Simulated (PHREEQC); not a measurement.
Nickel, zinc or cadmium bath

Make-up at 78 °C: 100 mmol/kgw ZnCl2 and 30 mmol/kgw NaCl. Closed to the air; pH follows from the charge balance.

Computed with PHREEQC (ion-association model, phreeqc.dat).

No solid was allowed to form.

### Question
Estimate the pH, ionic strength.

### Answer
pH 4.65; ionic strength 0.227 mol/kgw.

### Question
In which forms is Cl present?

### Answer
Cl- 76 %, ZnCl+ 19 %, ZnCl2 3.6 %, ZnCl3- 1.5 % of the Cl.

Away from 25 °C the constants follow the database's enthalpies or fits; those with neither stay at their 25 °C values.
